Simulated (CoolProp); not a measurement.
A single-stage vapour-compression cycle with R21: evaporating at 278.15 K (dew point), condensing at 341.15 K (bubble point), superheat 5 K, subcooling 2 K, compressor efficiency 0.9, no pressure losses. Each further row changes one setting.

The numbers come from the reference Helmholtz-energy equation of state, Platzer 1990 in CoolProp. This equation is an older, rougher fit; its heat capacities, sound speeds and derivatives of the liquid may be far off and weren't checked against measurements.

```csv
case,cooling COP,pressure ratio,discharge temperature (K),refrigerating effect (kJ/kg),volumetric capacity (kJ/m³)
as stated,3.23,7.37,381.7,179,703
evaporating temperature 283.15 K,3.64,6.05,377.6,182,856
condensing temperature 336.15 K,___,6.48,374.8,185,725
subcooling 7 K,3.33,7.37,381.7,185,725
superheat 15 K,___,7.37,___,185,699
compressor efficiency 0.8,2.87,7.37,391.1,179,703
```

**Question.** Fill in the missing entries.

**Answer.** 
- condensing temperature 336.15 K, cooling COP: 3.58
- superheat 15 K, cooling COP: 3.22
- superheat 15 K, discharge temperature (K): 392.9
